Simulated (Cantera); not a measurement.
Cantera run, input and output.

```python
import numpy as np
import cantera as ct

gas = ct.Solution("gri30.yaml")
gas.TPX = 1775, 96000, {'CH4': 1, 'H2O': 0.58, 'H2': 0.07}
reactor = ct.IdealGasConstPressureReactor(gas, energy="off", clone=False)
net = ct.ReactorNet([reactor])
net.rtol, net.atol = 1e-08, 1e-18
show = ['CH4', 'H2O', 'H2', 'CO', 'HCO', 'CO2', 'CH2']
times = np.geomspace(4e-05, 60, 9)

steps = ct.SolutionArray(gas, extra=["t"])
rows = []
print(f"{'t/s':>10s}{'T/K':>9s}{'P/Pa':>11s}" + "".join(f"{s:>11s}" for s in show))
for t in times:
    while net.time < t:
        t_next = net.step()
        steps.append(gas.state, t=t_next)
    rows.append([np.interp(t, steps.t, y) for y in (steps.T, steps.P, *steps(*show).X.T)])
    print(f"{t:10.3e}{rows[-1][0]:9.1f}{rows[-1][1]:11.4g}" + "".join(f"{x:11.3e}" for x in rows[-1][2:]))
rate = np.gradient(steps.T, steps.t)
print("integrator steps:", len(steps.t))
if steps.T.max() > steps.T[0] + 200:
    print(f"time of steepest temperature rise: {steps.t[rate.argmax()]:.4e} s")
gas.TPX = 1775, 96000, {'CH4': 1, 'H2O': 0.58, 'H2': 0.07}
gas.equilibrate("TP")
print(f"equilibrium (TP): T = {gas.T:.1f} K  " + "  ".join(f"{s} {gas[s].X[0]:.3e}" for s in show))
```

Result:

```
       t/s      T/K       P/Pa        CH4        H2O         H2         CO        HCO        CO2        CH2
 4.000e-05   1775.0    9.6e+04  5.997e-01  3.508e-01  4.555e-02  8.029e-07  3.152e-09  8.363e-11  5.302e-07
 2.366e-04   1775.0    9.6e+04  5.409e-01  3.421e-01  8.999e-02  1.350e-04  4.756e-08  2.343e-07  1.524e-06
 1.400e-03   1775.0    9.6e+04  3.210e-01  2.905e-01  2.955e-01  1.273e-03  2.365e-08  1.637e-05  8.698e-07
 8.281e-03   1775.0    9.6e+04  1.101e-01  2.335e-01  4.983e-01  7.662e-03  8.720e-09  3.701e-04  4.607e-07
 4.899e-02   1775.0    9.6e+04  3.350e-02  1.716e-01  6.024e-01  4.006e-02  8.122e-09  2.802e-03  2.466e-07
 2.898e-01   1775.0    9.6e+04  1.969e-02  6.983e-02  6.889e-01  1.201e-01  1.880e-08  3.288e-03  9.585e-08
 1.714e+00   1775.0    9.6e+04  1.124e-02  4.956e-03  7.429e-01  1.771e-01  2.769e-08  3.198e-04  3.177e-08
 1.014e+01   1775.0    9.6e+04  1.051e-02  1.770e-06  7.470e-01  1.816e-01  2.843e-08  1.158e-07  2.772e-08
 6.000e+01   1775.0    9.6e+04  1.051e-02  1.751e-06  7.470e-01  1.816e-01  2.843e-08  1.145e-07  2.772e-08
integrator steps: 1818
equilibrium (TP): T = 1775.0 K  CH4 1.051e-02  H2O 1.762e-06  H2 7.470e-01  CO 1.816e-01  HCO 2.843e-08  CO2 1.153e-07  CH2 2.772e-08
```

Cantera simulation using GRI-Mech 3.0 (53 species, 325 reactions); the numbers are that mechanism's predictions, not measurements. GRI-Mech 3.0 stops at C3 and has no aromatics, soot or wall deposition, so with more carbon than oxygen in the feed, carbon stays in small species such as C2H2 where larger ones or solid carbon would form.
